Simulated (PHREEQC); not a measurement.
# Acid rinse or clean: speciation

A solution holds 0.04 mol/kgw H2SO4 and 0.38 mol/kgw NiCl2, at 55 °C. Closed to the air; pH follows from the charge balance.

Equilibrium calculation in PHREEQC: ion-association model, wateq4f.dat.

Precipitation was switched off in this run.

Task: What pH, activity of water, ionic strength does the model give?

Result: pH 1.33; activity of water 0.983; ionic strength 0.822 mol/kgw.

Task: In which forms is S present?

Result: HSO4- 42 %, NiSO4 40 %, SO4-2 18 % of the S.

Ionic strength above about 0.7 mol/kgw puts this run outside the model's range. Species that the database lacks are ignored. Away from 25 °C the constants follow the database's enthalpies or fits; those with neither stay at their 25 °C values.
